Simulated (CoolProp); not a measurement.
Aqueous potassium carbonate as a coolant, 28 % by mass, freezing at -16.0 °C, 1 atm.

Values from CoolProp's Melinder's fits for secondary coolants.

```json
[
 {"T (°C)": "-13.7", "Prandtl number": "35.0", "density (kg/m³)": "1289", "conductivity (W/(m K))": "0.516", "cp (kJ/(kg K))": "2.970"},
 {"T (°C)": "-7.8", "Prandtl number": "27.9", "density (kg/m³)": "1288", "conductivity (W/(m K))": "0.526", "cp (kJ/(kg K))": "2.979"},
 {"T (°C)": "-1.8", "Prandtl number": "22.6", "density (kg/m³)": "1286", "conductivity (W/(m K))": "0.535", "cp (kJ/(kg K))": "2.988"},
 {"T (°C)": "4.1", "Prandtl number": "18.8", "density (kg/m³)": "1284", "conductivity (W/(m K))": "0.545", "cp (kJ/(kg K))": "2.996"},
 {"T (°C)": "10.1", "Prandtl number": "15.9", "density (kg/m³)": "1281", "conductivity (W/(m K))": "0.555", "cp (kJ/(kg K))": "3.006"},
 {"T (°C)": "16", "Prandtl number": "13.6", "density (kg/m³)": "1278", "conductivity (W/(m K))": "0.565", "cp (kJ/(kg K))": "3.015"},
 {"T (°C)": "22", "Prandtl number": "11.8", "density (kg/m³)": "1275", "conductivity (W/(m K))": "0.575", "cp (kJ/(kg K))": "3.024"},
 {"T (°C)": "27.9", "Prandtl number": "10.3", "density (kg/m³)": "1272", "conductivity (W/(m K))": "0.584", "cp (kJ/(kg K))": "3.034"},
 {"T (°C)": "33.9", "Prandtl number": "9.02", "density (kg/m³)": "1269", "conductivity (W/(m K))": "0.594", "cp (kJ/(kg K))": "3.044"},
 {"T (°C)": "39.8", "Prandtl number": "7.95", "density (kg/m³)": "1266", "conductivity (W/(m K))": "0.603", "cp (kJ/(kg K))": "3.053"}
]
```
